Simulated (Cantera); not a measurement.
Feed: 1 mol CH4, 0.2 mol CO2, 0.57 mol H2, equilibrated at 900 K.

Equilibrium computed with Cantera from the NASA thermochemical tables; the gas is ideal and each condensed phase is pure. Candidate condensed phases: C, C6H6, C7H8, C8H18, H2O; 110 gas species. The ideal-gas law is rough above about 30 bar. Equilibrium is a limit: real reactors are often held back by kinetics, nucleation or transport.

What share of the C ends up in condensed phases as a function of P (Pa), at 10, 46, 220, 1000, 4600, 22000, 100000, 460000, 2200000, 10000000?


```tsv
P (Pa)	C condensed (%)	as
10	66.7	C(graphite)
46	66.7	C(graphite)
220	66.7	C(graphite)
1000	67.0	C(graphite)
4600	67.8	C(graphite)
22000	67.3	C(graphite)
100000	57.0	C(graphite)
460000	37.4	C(graphite)
2200000	21.2	C(graphite)
10000000	12.6	C(graphite)
```
